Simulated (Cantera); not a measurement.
Charge: 1 mol Si3N4, 0.2 mol O2, 630 mol H2, equilibrated at 1300 K and 85.0 Pa.

Equilibrium computed with Cantera from the NASA thermochemical tables; the gas is ideal and each condensed phase is pure. Candidate condensed phases: H2O, Si, SiO2, Si2N2O, Si3N4; 35 gas species. Mutual solubility and eutectic melting of coexisting phases are not modelled. Rates play no part.

Base state: H2 0.999, N2 0.000585, H 3.79e-5 (mole fractions); condensed: Si(s) + Si2N2O(s) + Si3N4(s).

Task: What changes in the equilibrium state with this change: temperature from 1300 K to 1450 K?

Result: 
```json
[
 {"species": "H2", "before": "0.999", "after": "0.996"},
 {"species": "N2", "before": "0.000585", "after": "0.00316"},
 {"species": "SiO", "before": "3.66e-6", "after": "0.000632"},
 {"species": "H", "before": "3.79e-5", "after": "0.000324"},
 {"species": "Si(s), mol", "before": "0.352", "after": "2.60"},
 {"species": "Si2N2O(s), mol", "before": "0.398", "after": "0"},
 {"species": "Si3N4(s), mol", "before": "0.617", "after": "0"}
]
```
